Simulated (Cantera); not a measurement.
Input (Python, Cantera) and output of one run.

```python
import numpy as np
import cantera as ct

gas_names = """
    N NO
""".split()
cond_names = """
    BaO(s) BaO(L) Ba(cr) Ba(L)
""".split()


# ... load() reads the species with a 1 bar reference pressure and builds the phases ...
species = {s.name: s for s in load("nasa_gas.yaml", gas_names) + load("nasa_condensed.yaml", cond_names)}
# Each term lists the table entries of one substance; the one whose range holds T is used.
reactions = {
    'N(g) + BaO = NO(g) + Ba':
        [(-1, ['N']), (-1, ['BaO(s)', 'BaO(L)']), (1, ['NO']), (1, ['Ba(cr)', 'Ba(L)'])],
}


def pick(names, T):
    return next(species[n] for n in names if species[n].thermo.min_temp <= T <= species[n].thermo.max_temp)


results = []
for label, terms in reactions.items():
    print(label)
    print("     T/K   dH/kJ  dS/(J/K)   dG/kJ   log10 K")
    for T in [1900, 2050, 2200, 2350, 2500, 2650]:
        used = [(nu, pick(names, T)) for nu, names in terms]
        dH = sum(nu * s.thermo.h(T) for nu, s in used) / 1e6
        dS = sum(nu * s.thermo.s(T) for nu, s in used) / 1e3
        dG = dH - T * dS / 1e3
        logK = -dG * 1e6 / (ct.gas_constant * T * np.log(10))
        results.append((label, T, dH, dS, dG, logK, [s.name for _, s in used]))
        print(f"{T:8g} {dH:8.1f} {dS:8.1f} {dG:8.1f} {logK:8.2f}")
```

It prints:

```
N(g) + BaO = NO(g) + Ba
     T/K   dH/kJ  dS/(J/K)   dG/kJ   log10 K
    1900    163.5     41.0     85.5    -2.35
    2050    162.2     40.4     79.4    -2.02
    2200    160.9     39.8     73.4    -1.74
    2350    100.8     13.5     69.1    -1.54
    2500     99.2     12.8     67.1    -1.40
    2650     97.7     12.2     65.2    -1.29
```

Cantera with NASA thermochemical tables; ideal gases at 1 bar, condensed phases pure. Condensed species are held in their standard states even where they would react or evaporate.
